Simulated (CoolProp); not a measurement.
Values from CoolProp's reference Helmholtz-energy equation of state, Lemmon 2013.

### Question
For propylene, give the phase and the density (kg/m³), speed of sound (m/s), viscosity (µPa s), conductivity (mW/(m K)) at 366 K and 203 bar.

### Answer
- 366 K and 203 bar: supercritical; density 465, speed of sound 671, viscosity 78.1, conductivity 104

Viscosity comes from a separate model (Huber 2003), an estimate that may be off by 10 % or more. Thermal conductivity comes from a separate model (Huber 2003), an estimate that may be off by 10 % or more.
